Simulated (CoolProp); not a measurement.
Computed with CoolProp (reference Helmholtz-energy equation of state, Thol 2014).

**Question.** Give the vapour pressure (MPa), liquid density (kg/m³), vapour density (kg/m³), liquid cp (kJ/(kg K)) of saturated diethyl ether at 286.3, 298.5, 304.5 K.

**Answer.** 
```csv
T (K),p (MPa),liquid density (kg/m³),vapour density (kg/m³),liquid cp (kJ/(kg K))
286.3,0.0444,721,1.42,2.29
298.5,0.0725,707,2.25,2.34
304.5,0.0906,700,2.77,2.36
```
